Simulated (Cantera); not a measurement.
Charge: 1 mol Al, 5.2 mol NH3, 2.1 mol N2, equilibrated at 10.0 mbar.

Cantera equilibrium calculation (NASA polynomials, part measured and part estimated; ideal gas, pure solids and liquids). Candidate condensed phases: Al, AlN; 13 gas species. Rates play no part.

x: gas mole fraction; n: condensed amount in mol.

```
T (K)   x H2   x N2      x Al       x H  n AlN(s)
-----  -----  -----  --------  --------  --------
1025   0.650  0.350    <1e-12   3.51e-8      1.00
1125   0.650  0.350    <1e-12   3.58e-7      1.00
1225   0.650  0.350  1.06e-12   2.51e-6      1.00
1325   0.650  0.350  1.21e-10   1.32e-5      1.00
1425   0.650  0.350   7.09e-9   5.50e-5      1.00
1525   0.650  0.350   2.41e-7  0.000191     1.000
1625   0.650  0.350   5.29e-6  0.000569     1.000
1725   0.649  0.350         …         …     0.999
1825   0.646  0.349  0.000908   0.00354     0.989
1925   0.636  0.348         …         …         …
2025   0.582  0.346    0.0557    0.0147     0.249
2125   0.556  0.344    0.0719    0.0271         0
```

Q: Complete the blanks.

A: 
- 1925, x Al: 0.00792
- 1925, x H: 0.00762
- 1925, n AlN(s): 0.901
- 1725, x Al: 8.06e-5
- 1725, x H: 0.00150
